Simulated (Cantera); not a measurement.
Input: 1 mol SiCl4, 1.3 mol HCl, 13 mol H2, at 1650 K and 0.880 bar.

These are equilibrium values from Cantera (NASA tables, ideal gas, pure condensed phases), not measurements of a reactor. Candidate condensed phases: Si; 19 gas species. The tables' values for SiCl3 are old estimates; treat these amounts as uncertain. Rates play no part.

Base state: H2 0.754, HCl 0.184, SiCl2 0.0452, SiCl3 0.00935, SiCl4 0.00425, SiHCl3 0.00292, SiH2Cl2 0.000342, H 8.41e-5 (mole fractions); condensed: gas only.

### Question
What changes in the equilibrium state with this change: temperature from 1650 K to 1600 K?

### Answer
```
species    before     after
-------  --------  --------
H2          0.754     0.760
HCl         0.184     0.178
SiCl2      0.0452    0.0404
SiCl3     0.00935    0.0105
Cl        1.61e-5   9.34e-6
H         8.41e-5   5.05e-5
SiCl4     0.00425   0.00677
SiHCl3    0.00292   0.00418
SiH2Cl2  0.000342  0.000432
```
